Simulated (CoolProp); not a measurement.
Vapour-liquid equilibrium of isobutane (1) + n-butane (2) at 286.4 K; x and y are mole fractions of (1).

Computed with CoolProp (multi-fluid Helmholtz-energy mixture model, Bücker 2006 and Bücker 2006; pair parameters Kunz 2012).

### Question
Give the bubble pressure and the first vapour's composition at x = 0.05, 0.2, 0.8. Is there an azeotrope?

### Answer
x = 0.05: 0.1700 MPa, y = 0.071; x = 0.2: 0.1818 MPa, y = 0.265; x = 0.8: 0.2290 MPa, y = 0.851. No azeotrope shows between x = 0.05 and 0.95.

The pair parameters rest on a limited set of measurements; away from them the model extrapolates.
